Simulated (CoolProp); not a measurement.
Properties of o-xylene along the isotherm 620 K (Tc = 630.3 K, pc = 3737 kPa, ω = 0.312).

Model: reference Helmholtz-energy equation of state, Zhou 2012, in CoolProp.

| p (kPa) | phase | speed of sound (m/s) | isothermal compressibility (1/MPa) | viscosity (µPa s) | conductivity (mW/(m K)) |
|---|---|---|---|---|---|
| 5.91 | gas | 224.1 | 169.3 | 13.3 | 43.5 |
| 9.97 | gas | 224.0 | 100.4 | 13.3 | 43.5 |
| 16.8 | gas | 223.9 | 59.63 | 13.3 | 43.5 |
| 28.4 | gas | 223.6 | 35.32 | 13.3 | 43.5 |
| 47.9 | gas | 223.2 | 20.98 | 13.4 | 43.5 |
| 80.9 | gas | 222.5 | 12.47 | 13.4 | 43.5 |
| 137 | gas | 221.2 | 7.408 | 13.4 | 43.6 |
| 230 | gas | 219.1 | 4.459 | 13.5 | 43.6 |
| 389 | gas | 215.4 | 2.687 | 13.6 | 43.8 |
| 656 | gas | 209.0 | 1.649 | 13.7 | 44.1 |
| 1110 | gas | 197.3 | 1.044 | 13.9 | 44.7 |
| 1870 | gas | 174.2 | 0.7302 | 14.4 | 46.5 |

Viscosity comes from a separate model (Cao 2016). Thermal conductivity comes from a separate model (Mylona 2014).
